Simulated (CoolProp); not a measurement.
Vapour pressure (kPa) of CHF3 (R23): the reference equation beside estimates from Tc = 299.3 K, pc = 4832 kPa, ω = 0.263. Clausius-Clapeyron is anchored at 167.5 K with a constant enthalpy of vaporisation of 18.04 kJ/mol.

The numbers come from the reference Helmholtz-energy equation of state, Penoncello 2003 in CoolProp.

```
T (K)  reference  Lee-Kesler  Clausius-Clapeyron  van der Waals  Soave-Redlich-Kwong  Peng-Robinson
-----  ---------  ----------  ------------------  -------------  -------------------  -------------
135.2     0.7855      0.6939              0.9331          65.30               0.7181         0.8105
141.7      1.744       1.563               1.948          91.92                1.613          1.782
148.1      3.535       3.212               3.775          125.1                3.305          3.584
154.6      6.760       6.229               6.988          166.9                6.382          6.812
161.1      12.16       11.36               12.31          217.7                11.59          12.20
167.5      20.59       19.48               20.59          277.5                19.79          20.60
174        33.57       32.13               33.41          349.0                32.52          33.50
180.5      52.53       50.84               52.34          432.3                51.25          52.35
186.9      78.83       77.00               78.99          526.7                77.38          78.48
193.4      115.3       113.6               116.7          635.8                113.9          114.8
199.9      164.0       162.7               168.0          759.0                162.8          163.2
```

Absolute difference from the reference over all 11 rows, mean and median: Lee-Kesler 5.7 and 5.4 %, Clausius-Clapeyron 4.2 and 1.2 %, van der Waals 2288.6 and 1247.7 %, Soave-Redlich-Kwong 4.2 and 3.9 %, Peng-Robinson 0.9 and 0.4 %.
